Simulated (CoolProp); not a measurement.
Vapour-liquid equilibrium of benzene (1) + n-octane (2) at 1430 kPa; x and y are mole fractions of (1).

Values from CoolProp's multi-fluid Helmholtz-energy mixture model, Thol 2012 and Beckmüller 2019; pair parameters Bell 2016.

Question: Give the bubble temperature and the first vapour's composition at x = 0.55, 0.65, 0.85. Is there an azeotrope?

Answer: x = 0.55: 219.2 °C, y = 0.697; x = 0.65: 214.1 °C, y = 0.777; x = 0.85: 205.3 °C, y = 0.911. No azeotrope shows between x = 0.05 and 0.95.

The pair parameters rest on a limited set of measurements; away from them the model extrapolates. The gap from Raoult's law changes sign with composition, which may be real or a fault of the pair parameters; it wasn't checked against measurements.
